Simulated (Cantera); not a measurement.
A Cantera script and what it prints.

```python
import numpy as np
import cantera as ct

gas_names = [...]  # 109 gases of nasa_gas.yaml made of C, Cl, H, Si
cond_names = """
    C(gr) C6H6(L) C7H8(L) C8H18(L),n-octa Si(cr) Si(L) SiC(b)
""".split()


# ... load() reads the species with a 1 bar reference pressure and builds the phases ...
atoms = {
    '(CH3)2SiCl2': {'C': 2, 'H': 6, 'Si': 1, 'CL': 2},
    'H2': {'H': 2},
}
top_T = {'C(gr)': 4500, 'SiC(b)': 3050}  # K; cautious upper limits of use, not melting points


# ... equilibrate(T, P, feed) seeds the gas with the atoms and calls Mixture.equilibrate('TP', solver="vcs", rtol=1e-11, max_steps=5000) ...
results = []
feed = {'(CH3)2SiCl2': 1, 'H2': 31}  # mol
T = 2498.15  # K
P = 2300  # Pa
mix = equilibrate(T, P, feed)
results.append((T, P, feed, dict(zip(mix.species_names, mix.species_moles))))
print(gas.report(threshold=1e-06))
for i in range(1, mix.n_phases):
    print(f"{mix.phase(i).name:16s} {mix.phase_moles(i):12.5e} mol")
```

Output:

```
       temperature   2498.2 K
          pressure   2300 Pa
           density   0.00051356 kg/m^3
  mean mol. weight   4.6379 kg/kmol
   phase of matter   gas

                          1 kg             1 kmol
                     ---------------   ---------------
          enthalpy        2.3547e+07        1.0921e+08  J
   internal energy        1.9069e+07        8.8437e+07  J
           entropy             50488        2.3416e+05  J/K
    Gibbs function       -1.0258e+08       -4.7575e+08  J
 heat capacity c_p            7301.6             33864  J/K
 heat capacity c_v            5508.8             25549  J/K

                      mass frac. Y      mole frac. X     chem. pot. / RT
                     ---------------   ---------------   ---------------
                 C        1.8269e-05        7.0542e-06           -3.2613
                CH        3.2071e-06        1.1425e-06           -15.383
               CH2        8.1369e-06        2.6904e-06           -27.504
               CH3        2.2515e-05        6.9451e-06           -39.626
               CH4        7.1349e-06        2.0626e-06           -51.747
                C2        1.0017e-05         1.934e-06           -6.5226
               C2H        0.00059866        0.00011093           -18.644
             C2HCL        7.0985e-05        5.4435e-06           -44.924
    C2H2,acetylene          0.046521         0.0082864           -30.765
   C2H2,vinylidene        3.6034e-05        6.4183e-06           -30.765
                C3        0.00016314        2.0998e-05           -9.7839
              C4H2        0.00039648        3.6732e-05           -37.288
                CL          0.044864         0.0058695            -26.28
                 H          0.031401           0.14448           -12.121
               HCL           0.34879           0.04437           -38.401
                H2           0.33558           0.77201           -24.243
                Si           0.10695          0.017661           -9.5452
               SiC        6.9254e-05        8.0106e-06           -12.806
              SiC2          0.051195         0.0045567           -16.068
              SiCL         0.0080132        0.00058494           -35.825
             SiCL2         0.0069686        0.00032651           -62.105
               SiH         0.0039118         0.0006236           -21.667
              SiH2        0.00044162        6.8044e-05           -33.788
               Si2        0.00049404        4.0792e-05            -19.09
              Si2C          0.013445        0.00091455           -22.352
     [  +84 minor]        2.4352e-05        1.6672e-06

C(gr)             9.47598e-01 mol
Si(L)             0.00000e+00 mol
SiC(b)            0.00000e+00 mol
```

Cantera equilibrium calculation (NASA polynomials, part measured and part estimated; ideal gas, pure solids and liquids). The feed counts by its element totals alone. The tables' values for SiCl are old estimates; treat these amounts as uncertain. Gases not in the tables: Si2H6 and higher silanes.
